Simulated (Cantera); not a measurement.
Feed: 1 mol SiCl4, 23 mol H2, held at 1048.15 K and 30000 Pa.

Equilibrium computed with Cantera from the NASA thermochemical tables; the gas is ideal and each condensed phase is pure. Candidate condensed phases: Si; 19 gas species. The tables' values for SiCl3 are old estimates; treat these amounts as uncertain. Rates play no part.

Base state: H2 0.941, SiCl4 0.0255, HCl 0.0176, SiHCl3 0.0140, SiH2Cl2 0.000872, SiCl3 0.000825, SiCl2 0.000490, SiH3Cl 1.42e-5 (mole fractions); condensed: gas only.

Problem. What changes in the equilibrium state with this change: SiCl4 replaced by SiH4?

Solution. 
| species | before | after |
|---|---|---|
| H2 | 0.941 | 1.00 |
| SiCl4 | 0.0255 | 0 |
| HCl | 0.0176 | 0 |
| SiHCl3 | 0.0140 | 0 |
| SiH2Cl2 | 0.000872 | 0 |
| SiCl3 | 0.000825 | 0 |
| SiCl2 | 0.000490 | 0 |
| SiH3Cl | 1.42e-5 | 0 |
| Si(s), mol | 0 | 1.000 |
